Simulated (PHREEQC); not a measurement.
PHREEQC input (ion-association model, wateq4f.dat):

```
SOLUTION_SPECIES
  PO4-3 + 3H+ = H3PO4  # constants of phreeqc.dat
    -log_k 21.721
    -delta_h -10.1 kJ
SOLUTION 1
  temp 62
  units mmol/kgw
  pH 7 charge
  F 16
  Cs 16
  Se(6) 0.17
  Na 0.34
SOLUTION 2
  temp 62
  units mmol/kgw
  pH 7 charge
  P 7.79
  K 8.18
  Si 0.00035
END
SELECTED_OUTPUT 1
  -reset false
  -pH true
  -pe true
  -ionic_strength true
  -water true
  -totals Cs F K Na P Se Si Se(-2) Se(4) Se(6)
  -molalities H+ Cs+ F- K+ Na+ PO4-3 SeO4-2 H4SiO4 H3SiO4- H2SiO4-2
    HPO4-2 H2PO4- NaHPO4- KHPO4- O2 OH- SiF6-2 HF HF2- H2F2
    NaF HSe- H2Se SeO3-2 H2SeO3 HSeO3- HSeO4- H3PO4
  -equilibrium_phases Chalcedony
PRINT
  -reset false
MIX 1
  1 1
  2 0
EQUILIBRIUM_PHASES 1
  Chalcedony 0 0
  O2(g) -0.68 10
END
# ... the last block is repeated for the other 10 points of share of solution B
```

Selected output (columns that matter, 11 of 11 rows; share of solution B added in front):

```
share of solution B	pH	mu	Cs	F	K	Na	P	Se	Si	m_H+	m_Cs+	m_F-	m_K+	m_Na+
0	7.2966	0.016508	0.016	0.016	0	0.00034	0	0.00017	0	5.6773e-08	0.016	0.015995	0	0.00033765
0.1	6.0115	0.015755	0.0144	0.0144	0.000818	0.000306	0.000779	0.000153	3.5e-08	1.0926e-06	0.0144	0.014356	0.00081793	0.00030406
0.2	5.899	0.014968	0.0128	0.0128	0.001636	0.000272	0.001558	0.000136	7e-08	1.4126e-06	0.0128	0.012751	0.0016358	0.00027044
0.3	5.8405	0.014175	0.0112	0.0112	0.002454	0.000238	0.002337	0.000119	1.05e-07	1.6128e-06	0.0112	0.011152	0.0024535	0.00023679
0.4	5.803	0.013378	0.0096	0.0096	0.003272	0.000204	0.003116	0.000102	1.4e-07	1.754e-06	0.0096	0.0095555	0.0032712	0.00020309
0.5	5.7767	0.012579	0.008	0.008	0.00409	0.00017	0.003895	8.5e-05	1.75e-07	1.8589e-06	0.008	0.0079611	0.0040889	0.00016935
0.6	5.7574	0.011779	0.0064	0.0064	0.004908	0.000136	0.004674	6.8e-05	2.1e-07	1.9384e-06	0.0064	0.0063679	0.0049064	0.00013557
0.7	5.7429	0.010977	0.0048	0.0048	0.005726	0.000102	0.005453	5.1e-05	2.45e-07	1.9989e-06	0.0048	0.0047754	0.0057239	0.00010174
0.8	5.7319	0.010175	0.0032	0.0032	0.006544	6.8e-05	0.006232	3.4e-05	2.8e-07	2.0442e-06	0.0032	0.0031834	0.0065413	6.7873e-05
0.9	5.7237	0.009372	0.0016	0.0016	0.007362	3.4e-05	0.007011	1.7e-05	3.15e-07	2.077e-06	0.0016	0.0015916	0.0073586	3.3959e-05
1	5.7176	0.0085687	0	0	0.00818	0	0.00779	0	3.5e-07	2.0991e-06	0	0	0.0081759	0
```

H3PO4, which wateq4f.dat lacks, is added to it with the constant of phreeqc.dat. Constants without temperature data keep their 25 °C values here. SiF6-2 is the database's only silicon fluoride.
